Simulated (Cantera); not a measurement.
Input: 1 mol SiCl4, 0.6 mol Cl2, 6.2 mol H2, at 1048 K and 0.460 bar.

Cantera equilibrium calculation (NASA polynomials, part measured and part estimated; ideal gas, pure solids and liquids). Candidate condensed phases: Si; 19 gas species. The tables' values for SiCl3 are old estimates; treat these amounts as uncertain. Rates play no part.

Base state: H2 0.712, HCl 0.160, SiCl4 0.122, SiHCl3 0.00557, SiCl3 0.000305, SiH2Cl2 2.89e-5, SiCl2 1.40e-5 (mole fractions); condensed: gas only.

Problem. What changes in the equilibrium state with this change: H2 from 6.2 to 0.31 mol?

Solution. 
| species | before | after |
|---|---|---|
| SiCl4 | 0.122 | 0.523 |
| HCl | 0.160 | 0.325 |
| Cl2 | <1e-9 | 0.152 |
| H2 | 0.712 | <1e-9 |
| SiHCl3 | 0.00557 | <1e-9 |
| Cl | 1.97e-9 | 0.000442 |
| SiCl3 | 0.000305 | 5.81e-9 |
